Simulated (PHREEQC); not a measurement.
A solution holds 4.7 mmol/kgw CuSO4 and 0.56 mmol/kgw HCl, at 25 °C. Closed to the air; pH follows from the charge balance.

All values are PHREEQC results (ion-association model, phreeqc.dat), not measurements.

Problem. The ionic strength comes out as 0.0150 mol/kgw. What activity coefficients do Cu+2, SO4-2, H+, Cl-, HSO4- get?

Solution. Cu+2 0.63, SO4-2 0.62, H+ 0.90, Cl- 0.88, HSO4- 0.89.

No solid was allowed to form.
